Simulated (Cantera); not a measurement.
What does this Cantera script print?

```python
import numpy as np
import cantera as ct

gas_names = [...]  # 95 gases of nasa_gas.yaml made of C, F, H
cond_names = """
    C(gr) C6H6(L) C7H8(L) C8H18(L),n-octa
""".split()


# ... load() reads the species with a 1 bar reference pressure and builds the phases ...
atoms = {
    'CHF3': {'C': 1, 'H': 1, 'F': 3},
    'H2': {'H': 2},
    'CH4': {'C': 1, 'H': 4},
}
top_T = {'C(gr)': 4500}  # K; cautious upper limits of use, not melting points


# ... equilibrate(T, P, feed) seeds the gas with the atoms and calls Mixture.equilibrate('TP', solver="vcs", rtol=1e-11, max_steps=5000) ...
results = []
feed = {'CHF3': 1, 'H2': 0.042, 'CH4': 0.24}  # mol
P = 73  # Pa
for T in [1850, 1925, 2000, 2075, 2150, 2225, 2300, 2375, 2450, 2525, 2600, 2675, 2750, 2825]:
    mix = equilibrate(T, P, feed)
    results.append((T, P, feed, dict(zip(mix.species_names, mix.species_moles))))
    x = sorted(zip(gas.X, gas.species_names), reverse=True)
    print(f"T = {T:g} K  P = {P:g} Pa  gas = {mix.phase_moles(0):.4g} mol")
    print("   x: " + "  ".join(f"{s} {v:.3e}" for v, s in x if v > 0.0001))
    print("   condensed (mol): " + ("  ".join(f"{mix.phase(i).name} {mix.phase_moles(i):.4g}"
          for i in range(1, mix.n_phases) if mix.phase_moles(i) > 1e-12) or "none"))
```

Output:

```
T = 1850 K  P = 73 Pa  gas = 2.37 mol
   x: HF 8.624e-01  CF4 7.801e-02  CF2 3.000e-02  F 2.866e-02  CF3 8.700e-04
   condensed (mol): C(gr) 0.9818
T = 1925 K  P = 73 Pa  gas = 2.455 mol
   x: HF 8.324e-01  F 5.889e-02  CF4 5.606e-02  CF2 5.121e-02  CF3 1.201e-03  CF 1.859e-04
   condensed (mol): C(gr) 0.9732
T = 2000 K  P = 73 Pa  gas = 2.581 mol
   x: HF 7.920e-01  F 1.055e-01  CF2 7.104e-02  CF4 2.964e-02  CF3 1.262e-03  CF 4.898e-04
   condensed (mol): C(gr) 0.9757
T = 2075 K  P = 73 Pa  gas = 2.712 mol
   x: HF 7.536e-01  F 1.598e-01  CF2 7.465e-02  CF4 9.900e-03  CF 1.059e-03  CF3 9.033e-04
   condensed (mol): C(gr) 1.005
T = 2150 K  P = 73 Pa  gas = 2.809 mol
   x: HF 7.276e-01  F 2.072e-01  CF2 6.063e-02  CF4 2.152e-03  CF 1.911e-03  CF3 4.526e-04
   condensed (mol): C(gr) 1.057
T = 2225 K  P = 73 Pa  gas = 2.875 mol
   x: HF 7.109e-01  F 2.431e-01  CF2 4.227e-02  CF 3.045e-03  CF4 3.725e-04  CF3 1.853e-04  H 1.572e-04
   condensed (mol): C(gr) 1.108
T = 2300 K  P = 73 Pa  gas = 2.921 mol
   x: HF 6.994e-01  F 2.683e-01  CF2 2.724e-02  CF 4.472e-03  H 3.969e-04
   condensed (mol): C(gr) 1.147
T = 2375 K  P = 73 Pa  gas = 2.953 mol
   x: HF 6.911e-01  F 2.847e-01  CF2 1.686e-02  CF 6.192e-03  H 9.814e-04
   condensed (mol): C(gr) 1.171
T = 2450 K  P = 73 Pa  gas = 2.978 mol
   x: HF 6.841e-01  F 2.946e-01  CF2 1.029e-02  CF 8.221e-03  H 2.349e-03  C3 3.077e-04  C 1.130e-04
   condensed (mol): C(gr) 1.182
T = 2525 K  P = 73 Pa  gas = 3.002 mol
   x: HF 6.755e-01  F 3.007e-01  CF 1.060e-02  CF2 6.313e-03  H 5.390e-03  C3 1.001e-03  C 3.204e-04
   condensed (mol): C(gr) 1.179
T = 2600 K  P = 73 Pa  gas = 3.037 mol
   x: HF 6.612e-01  F 3.054e-01  CF 1.340e-02  H 1.173e-02  CF2 3.948e-03  C3 3.034e-03  C 8.546e-04  C2 2.849e-04
   condensed (mol): C(gr) 1.155
T = 2675 K  P = 73 Pa  gas = 3.103 mol
   x: HF 6.344e-01  F 3.105e-01  H 2.389e-02  CF 1.673e-02  C3 8.624e-03  CF2 2.542e-03  C 2.157e-03  C2 8.217e-04  H2 1.561e-04
   condensed (mol): C(gr) 1.087
T = 2750 K  P = 73 Pa  gas = 3.241 mol
   x: HF 5.852e-01  F 3.165e-01  H 4.477e-02  C3 2.311e-02  CF 2.070e-02  C 5.172e-03  C2 2.235e-03  CF2 1.686e-03  H2 3.126e-04  C5 1.852e-04  C2H 1.460e-04
   condensed (mol): C(gr) 0.907
T = 2825 K  P = 73 Pa  gas = 3.539 mol
   x: HF 5.006e-01  F 3.198e-01  H 7.555e-02  C3 5.867e-02  CF 2.510e-02  C 1.184e-02  C2 5.757e-03  CF2 1.125e-03  C5 6.115e-04  H2 5.228e-04  C2H 3.601e-04  C4 1.168e-04
   condensed (mol): C(gr) 0.4264
```

Equilibrium computed with Cantera from the NASA thermochemical tables; the gas is ideal and each condensed phase is pure. Gases not in the tables: C2F6 and larger saturated fluorocarbons.
